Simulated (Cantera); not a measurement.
Feed: 1 mol CuO, 7.9 mol CO, 0.25 mol N2, held at 133 Pa.

Equilibrium computed with Cantera from the NASA thermochemical tables; the gas is ideal and each condensed phase is pure. Candidate condensed phases: C, Cu, CuO, Cu2O; 27 gas species. Kinetics and transport are ignored.

x: gas mole fraction; n: condensed amount in mol.

| T (K) | x CO | x CO2 | x Cu | x N2 | x O | x O2 | x NO | n Cu(s) | n Cu(l) |
|---|---|---|---|---|---|---|---|---|---|
| 1298 | 0.847 | 0.123 | 0.000113 | 0.0307 | 2.73e-12 | <1e-12 | 9.81e-11 | 0.999 | 0 |
| 1398 | 0.846 | 0.123 | 0.000973 | 0.0306 | 9.45e-11 | [?] | 1.16e-9 | 0 | 0.992 |
| 1498 | 0.842 | 0.122 | 0.00596 | 0.0305 | 2.04e-9 | [?] | 9.81e-9 | 0 | 0.951 |
| 1598 | 0.822 | 0.119 | 0.0290 | 0.0298 | 2.99e-8 | [?] | 6.27e-8 | 0 | 0.757 |
| 1698 | 0.754 | 0.109 | 0.109 | 0.0273 | 3.19e-7 | [?] | 3.11e-7 | 0 | 0 |
| 1798 | 0.754 | 0.109 | 0.109 | 0.0273 | 2.62e-6 | [?] | 1.34e-6 | 0 | 0 |
| 1898 | 0.754 | 0.109 | 0.109 | 0.0273 | 1.72e-5 | [?] | 4.94e-6 | 0 | 0 |
| 1998 | 0.754 | 0.109 | 0.109 | 0.0273 | 9.30e-5 | [?] | 1.59e-5 | 0 | 0 |
| 2098 | 0.754 | 0.108 | 0.109 | 0.0273 | 0.000427 | [?] | 4.57e-5 | 0 | 0 |
| 2198 | 0.755 | 0.106 | 0.109 | 0.0272 | 0.00167 | [?] | 0.000117 | 0 | 0 |
| 2298 | 0.758 | 0.0993 | 0.108 | 0.0270 | 0.00554 | [?] | 0.000260 | 0 | 0 |
| 2398 | 0.763 | 0.0839 | 0.107 | 0.0266 | 0.0148 | [?] | 0.000483 | 0 | 0 |

Problem. What belongs in the gaps?

Solution. 
- 1398, x O2: 1.41e-11
- 1498, x O2: 3.56e-10
- 1598, x O2: 5.94e-9
- 1698, x O2: 7.09e-8
- 1798, x O2: 6.40e-7
- 1898, x O2: 4.56e-6
- 1998, x O2: 2.66e-5
- 2098, x O2: 0.000129
- 2198, x O2: 0.000524
- 2298, x O2: 0.00170
- 2398, x O2: 0.00399
